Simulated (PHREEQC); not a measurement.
## Polishing slurry liquid: speciation

Dissolve 0.0022 mol HNO3, 3.7e-06 mol H4SiO4 and 0.0075 mol CuSO4 per kg of water at 25 °C. Closed to the air; pH follows from the charge balance.

All values are PHREEQC results (ion-association model, phreeqc.dat), not measurements.

This is a speciation only: nothing precipitates in the calculation.

Q: What pH, ionic strength does the model give?

A: pH 2.82; ionic strength 0.0237 mol/kgw.

Q: In which forms is Cu present?

A: Cu+2 75 %, CuSO4 25 % of the Cu.
